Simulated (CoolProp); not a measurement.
n-butane along the isobar 5220 kPa: Z from the reference equation and from simpler models built on Tc = 425.1 K, pc = 3796 kPa, ω = 0.201; each cubic takes its own stable root.

The numbers come from the reference Helmholtz-energy equation of state, Bücker 2006 in CoolProp.

```
T (K)          phase  reference
-----  -------------  ---------
285.1         liquid     0.2152
312           liquid     0.2068
338.8         liquid     0.2018
365.7         liquid     0.2006
392.6         liquid     0.2050
419.4         liquid     0.2220
446.3  supercritical     0.3450
473.2  supercritical     0.5806
500.1  supercritical     0.6913
526.9  supercritical     0.7613
```

Task: How far does each simpler model (Redlich-Kwong, Soave-Redlich-Kwong) lie from the reference over these 10 states: mean and median of the absolute difference, and the worst?

Result: 
- Redlich-Kwong: mean 9.1 %, median 9.6 %, worst +18.7 % at 419.4 K and 5220 kPa
- Soave-Redlich-Kwong: mean 8.5 %, median 7.6 %, worst +17.7 % at 419.4 K and 5220 kPa
